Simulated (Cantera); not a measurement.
An isothermal, constant-pressure homogeneous reactor starts with CH4 : H2O = 1 : 0.4 (molar parts), at 1825 K and 0.987 atm.

Detailed kinetics in Cantera: GRI-Mech 3.0 (53 species, 325 reactions). GRI-Mech 3.0 stops at C3 and has no aromatics, soot or wall deposition, so with more carbon than oxygen in the feed, carbon stays in small species such as C2H2 where larger ones or solid carbon would form.

x: mole fraction; the columns are a selection and need not sum to one.

```csv
t (s),x CH4,x H2O,x C2H4,x C2H,x CH2O,x CO2,x CH3
0.000200,0.556,0.266,0.0292,1.13e-7,3.32e-5,6.83e-7,0.00637
0.000843,…,…,…,…,…,…,…
0.00356,0.124,0.181,0.00317,8.51e-7,3.24e-6,0.000167,0.00131
0.0150,…,…,…,…,…,…,…
0.0632,0.0227,0.0876,0.00201,8.08e-7,2.99e-7,0.00223,0.000252
0.267,0.0138,0.0219,0.00162,5.80e-7,7.39e-8,0.000975,0.000145
1.12,0.00986,0.000297,0.00148,5.10e-7,4.46e-8,1.49e-5,0.000102
4.74,0.00980,1.05e-6,0.00148,5.09e-7,4.44e-8,5.23e-8,0.000101
20.0,0.00980,1.05e-6,0.00148,5.09e-7,4.44e-8,5.23e-8,0.000101
```

Task: Complete the blanks.

Result: 
- 0.000843, x CH4: 0.310
- 0.000843, x H2O: 0.219
- 0.000843, x C2H4: 0.0118
- 0.000843, x C2H: 5.47e-7
- 0.000843, x CH2O: 1.08e-5
- 0.000843, x CO2: 1.44e-5
- 0.000843, x CH3: 0.00318
- 0.0150, x CH4: 0.0409
- 0.0150, x H2O: 0.146
- 0.0150, x C2H4: 0.00229
- 0.0150, x C2H: 9.74e-7
- 0.0150, x CH2O: 9.11e-7
- 0.0150, x CO2: 0.00108
- 0.0150, x CH3: 0.000462
